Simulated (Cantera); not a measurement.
A perfectly stirred reactor is fed with 25.5 % H2, 9.81 % O2, 64.7 % N2, equivalence ratio 1.3, at 2630 Torr; it is adiabatic with a 475 K inlet, and is followed from long to short residence time, starting on the burning branch (τ in s: 0.35, 0.14, 0.055, 0.022, 0.0089, 0.0036, 0.0014, 0.00057, 0.00023, 9.1e-05).

Computed with Cantera and GRI-Mech 3.0 (53 species, 325 reactions). The hydrogen kinetics of GRI-Mech 3.0 are dated; newer H2 mechanisms differ, most at raised pressure.

One state of this run: T (K) = 1947; x H2 = 0.0644; x O2 = 0.000143; x H2O2 = 4.29e-8; x OH = 0.000706; x H2O = 0.216; x NO2 = 1.40e-10; x NO = 1.13e-5. x: mole fraction; the columns are a selection and need not sum to one.

Q: Which value of τ (s) does it belong to?
A) 0.0014
B) 0.14
C) 0.0089
D) 0.022

A: C, 0.0089
